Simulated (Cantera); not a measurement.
A closed system holds: 1 mol SiH2Cl2, 0.15 mol O2, 0.42 mol H2, held at 1330 Pa.

Method: chemical equilibrium by Gibbs-energy minimisation in Cantera with the NASA 1993 tables (ideal gas, pure condensed phases). Candidate condensed phases: H2O, Si, SiO2; 30 gas species. The tables' values for SiCl3 are old estimates; treat these amounts as uncertain. The numbers say what is thermodynamically allowed, not how fast it happens. All values below are at 725 K.

Base state: H2 0.727, SiCl4 0.235, SiHCl3 0.0359, HCl 0.00147, SiH2Cl2 0.000382, SiCl3 4.75e-5 (mole fractions); condensed: Si(s) + SiO2(α-quartz).

Problem. What changes in the equilibrium state with this change: pressure from 1330 Pa to 6.30 Pa?

Solution. 
```csv
species,before,after
H2,0.727,0.732
SiCl4,0.235,0.252
SiHCl3,0.0359,0.00994
SiCl2,2.34e-6,3.52e-5
SiH2Cl2,0.000382,2.73e-5
SiCl3,4.75e-5,0.000191
HCl,0.00147,0.00572
"Si(s), mol",0.333,0.348
"SiO2(α-quartz), mol",0.150,0.150
```
